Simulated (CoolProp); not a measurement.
A single-stage vapour-compression cycle with R236EA: evaporating at 267.15 K (dew point), condensing at 316.15 K (bubble point), superheat 10 K, subcooling 0 K, compressor efficiency 0.8, no pressure losses. Each further row changes one setting.

Model: reference Helmholtz-energy equation of state, Rui 2013, in CoolProp.

| case | cooling COP | pressure ratio | discharge temperature (K) | refrigerating effect (kJ/kg) | volumetric capacity (kJ/m³) |
|---|---|---|---|---|---|
| as stated | ___ | 6.16 | 323.7 | 118 | 481 |
| evaporating temperature 272.15 K | 3.98 | ___ | 323.4 | 122 | 611 |
| condensing temperature 311.15 K | 3.94 | ___ | 319.4 | 125 | 507 |
| subcooling 5 K | 3.60 | 6.16 | 323.7 | 125 | 507 |
| superheat 20 K | ___ | 6.16 | ___ | ___ | 495 |
| compressor efficiency 0.7 | 2.98 | 6.16 | ___ | 118 | 481 |

Question: Some entries are withheld; supply them.

Answer: 
- as stated, cooling COP: 3.41
- evaporating temperature 272.15 K, pressure ratio: 4.94
- condensing temperature 311.15 K, pressure ratio: 5.28
- superheat 20 K, cooling COP: 3.50
- superheat 20 K, discharge temperature (K): 334.0
- superheat 20 K, refrigerating effect (kJ/kg): 126
- compressor efficiency 0.7, discharge temperature (K): 328.9
